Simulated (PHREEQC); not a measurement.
0.24 g of hydrous ferric oxide (600 m²/g; 0.2 weak and 0.005 strong sites per Fe, Dzombak-Morel constants, diffuse double layer) in 1 kg of water with 0.01 mol/kgw of an inert sodium salt and 0.00059 mmol/kgw BaCl2, at 25 °C; the pH is set by adding NaOH or the inert anion's acid. Oxygen alone is held at its pressure in air (log pO2 = -0.68). The system is closed to CO2. Nothing may precipitate in this run.

The series has 13 steps of pH, from 3 to 11.

Equilibrium calculation in PHREEQC: ion-association model, wateq4f.dat.

Task: Near which pH is half of the Ba sorbed, and on which side is more sorbed?

Result: Near pH 8.0, with more sorbed at higher pH.

The oxide is taken as insoluble; below pH 4 it would dissolve.
